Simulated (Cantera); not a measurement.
Input: 1 mol B2H6, 0.45 mol H2O, 3 mol N2, equilibrated at 875 °C and 0.0100 bar.

Cantera equilibrium calculation (NASA polynomials, part measured and part estimated; ideal gas, pure solids and liquids). Candidate condensed phases: B, BN, B2O3, B3O3H3, H2O; 39 gas species. The feed counts by its element totals alone. N2 is the only nitrogen source here; it is nearly inert below about 1500 K, so the nitride shown seldom forms there in practice. Mutual solubility and eutectic melting of coexisting phases are not modelled. Rates play no part.

Base state: H2 0.615, N2 0.384, H2O 0.000879, HBO2 0.000114 (mole fractions); condensed: BN(s) + B2O3(l).

Q: What changes in the equilibrium state with this change: B2H6 replaced by B?

A: 
| species | before | after |
|---|---|---|
| N2 | 0.384 | 0.855 |
| H2 | 0.615 | 0.145 |
| H2O | 0.000879 | 0.000270 |
| HBO2 | 0.000114 | 6.30e-5 |
| BN(s), mol | 1.70 | 0.701 |
| B2O3(l), mol | 0.148 | 0.150 |
